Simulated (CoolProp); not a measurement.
A simple Rankine cycle with cis-2-butene: condensing at 299.15 K, boiler at 0.852 MPa, turbine inlet 351.2 K, turbine efficiency 0.9, pump efficiency 0.8, no recuperator. Each further row changes one setting.

Computed with CoolProp (reference Helmholtz-energy equation of state, Lemmon 2005). It is a short technical equation, of lower accuracy than the large ones.

```tsv
case	thermal efficiency (%)	net work (kJ/kg)	heat in (kJ/kg)	turbine exit temperature (K)	volume ratio over the turbine
as stated	11.3	50.9	452	305.0	3.77
turbine inlet 371.2 K	11.4	55.7	490	326.3	3.72
condensing temperature 291.15 K	12.9	60.6	469	297.0	4.83
boiler pressure 0.596 MPa	8.6	39.9	463	318.8	2.61
turbine efficiency 0.8	10.0	45.1	452	308.7	3.83
```
